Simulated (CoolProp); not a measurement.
The fluid at 826.51 K and 0.461 MPa is compressed adiabatically to 2.69 MPa with isentropic efficiency 0.7. The same conditions are run with several fluids, on thermodynamics alone (safety and materials aside).

Model: reference Helmholtz-energy equation of state of each fluid (oxygen: Schmidt 1985; dry air: Lemmon 2000; carbon dioxide: Span 1996; nitrogen: Span 2000), in CoolProp. Blends and air are pseudo-pure fits.

**Question.** Rank oxygen, dry air, carbon dioxide, nitrogen by work (kJ/kg), highest first.

**Answer.** nitrogen (785), dry air (757), oxygen (676), carbon dioxide (455)

```json
[
 {"fluid": "oxygen", "final temperature (K)": "1437.3", "final density (kg/m³)": "7.16"},
 {"fluid": "dry air", "final temperature (K)": "1475.0", "final density (kg/m³)": "6.31"},
 {"fluid": "carbon dioxide", "final temperature (K)": "1194.8", "final density (kg/m³)": "11.8"},
 {"fluid": "nitrogen", "final temperature (K)": "1482.4", "final density (kg/m³)": "6.07"}
]
```

Above 300 K oxygen's equation is extrapolated.
